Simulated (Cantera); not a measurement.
A perfectly stirred reactor is fed with 81.2 % CH₄, 18.8 % H₂O, at 0.178 atm; it is held at 1850 K, and followed from long to short residence time.

Cantera simulation using GRI-Mech 3.0 (53 species, 325 reactions); the numbers are that mechanism's predictions, not measurements. GRI-Mech 3.0 stops at C3 and has no aromatics, soot or wall deposition, so with more carbon than oxygen in the feed, carbon stays in small species such as C2H2 where larger ones or solid carbon would form.

Task: Predict: x(CH₄) at τ = 1.40 s; x(H₂O) at τ = 1.40 s; x(CH₂CO) at τ = 1.40 s; x(HCO) at τ = 1.40 s; x(CH₄) at τ = 30.0 ms; x(H₂O) at τ = 30.0 ms; x(CH₂CO) at τ = 30.0 ms; x(HCO) at τ = 30.0 ms.

Result: 
| Quantity | Value |
|---|---|
| x(CH₄) at τ = 1.40 s | 0.0154 |
| x(H₂O) at τ = 1.40 s | 0.0128 |
| x(CH₂CO) at τ = 1.40 s | 6.26e-6 |
| x(HCO) at τ = 1.40 s | 9.49e-9 |
| x(CH₄) at τ = 30.0 ms | 0.106 |
| x(H₂O) at τ = 30.0 ms | 0.0971 |
| x(CH₂CO) at τ = 30.0 ms | 5.39e-5 |
| x(HCO) at τ = 30.0 ms | 3.93e-8 |
